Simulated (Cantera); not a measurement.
Cantera run:

```python
import numpy as np
import cantera as ct

gas_names = """
    B BH BH2 BH3 BN BO BO2 B2 B2O B2O2 B2O3 B3O3H3 H HBO HBO2 HNO HNO2 HNO3 HO2 H2 H2O H2O2 H3B3O6 N NH
    NH2 NH3 NH2OH NO NO2 NO3 N2 N2H2 N2H4 N2O O OH O2 O3
""".split()
cond_names = """
    B(b) B(L) BN(s) B2O3(L) B3O3H3(cr) H2O(s) H2O(L)
""".split()


# ... load() reads the species with a 1 bar reference pressure and builds the phases ...
atoms = {
    'B2H6': {'B': 2, 'H': 6},
    'O2': {'O': 2},
    'H2': {'H': 2},
    'N2': {'N': 2},
}
top_T = {'BN(s)': 3200}  # K; cautious upper limits of use, not melting points


# ... equilibrate(T, P, feed) seeds the gas with the atoms and calls Mixture.equilibrate('TP', solver="vcs", rtol=1e-11, max_steps=5000) ...
results = []
feed = {'B2H6': 1, 'O2': 7.6, 'H2': 56, 'N2': 0.3}  # mol
P = 100000  # Pa
for T in [823, 898, 973, 1048, 1123, 1198, 1273, 1348, 1423, 1498, 1573, 1648, 1723, 1798]:
    mix = equilibrate(T, P, feed)
    results.append((T, P, feed, dict(zip(mix.species_names, mix.species_moles))))

top = {s: max(r[3][s] / sum(r[3][g] for g in gas_names) for r in results) for s in gas_names}
cols = sorted((s for s in top if top[s] > 1e-06), key=lambda s: -top[s])[:6]
seen = [c for c in cond_names if any(r[3].get(c, 0) > 1e-12 for r in results)]
print("log10 of partial pressures in bar; condensed amounts in mol")
print(f"{'T/K':>10s}" + "".join(f"{s[:9]:>10s}" for s in cols + seen))
for T, P, feed, n in results:
    ng = sum(n[g] for g in gas_names)
    print(f"{T:10.4g}" + "".join(f"{np.log10(max(n[s] / ng * P / 1e5, 1e-99)):10.3f}" for s in cols)
          + "".join(f"{n.get(c, 0):10.4g}" for c in seen))
```

It prints:

```
log10 of partial pressures in bar; condensed amounts in mol
       T/K        H2       H2O      HBO2    H3B3O6        N2      B2O3   B2O3(L)
       823    -0.101    -0.707    -6.912    -2.163    -2.300   -15.983    0.3905
       898    -0.102    -0.700    -5.971    -2.360    -2.298   -13.847    0.6129
       973    -0.102    -0.695    -5.182    -2.537    -2.297   -12.053    0.7422
      1048    -0.102    -0.693    -4.512    -2.695    -2.296   -10.524    0.8199
      1123    -0.103    -0.691    -3.937    -2.837    -2.296    -9.209    0.8672
      1198    -0.103    -0.690    -3.438    -2.965    -2.296    -8.065    0.8927
      1273    -0.103    -0.690    -3.001    -3.081    -2.296    -7.062    0.8965
      1348    -0.103    -0.692    -2.617    -3.187    -2.297    -6.175    0.8703
      1423    -0.104    -0.695    -2.276    -3.288    -2.297    -5.387    0.7962
      1498    -0.105    -0.702    -1.974    -3.385    -2.298    -4.681    0.6447
      1573    -0.107    -0.714    -1.705    -3.482    -2.300    -4.047    0.3727
      1648    -0.110    -0.730    -1.498    -3.676    -2.303    -3.537         0
      1723    -0.110    -0.730    -1.493    -4.405    -2.303    -3.458         0
      1798    -0.110    -0.729    -1.495    -5.086    -2.303    -3.395         0
```

Equilibrium computed with Cantera from the NASA thermochemical tables; the gas is ideal and each condensed phase is pure. The feed counts by its element totals alone. Gases not in the tables: H3BO3.
